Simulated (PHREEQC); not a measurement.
Solution (20 °C): 0.43 mol/kgw H2SO4, 0.013 mol/kgw NaHCO3 and 0.071 mol/kgw MgCl2. Closed to the air; pH follows from the charge balance.

Computed with PHREEQC (Pitzer model, pitzer.dat).

No solid was allowed to form.

Problem. Predict the pH, density.

Solution. pH 0.34; density 1.031 g/cm³.

Problem. In which forms is S present?

Solution. HSO4- 72 %, SO4-2 28 % of the S.
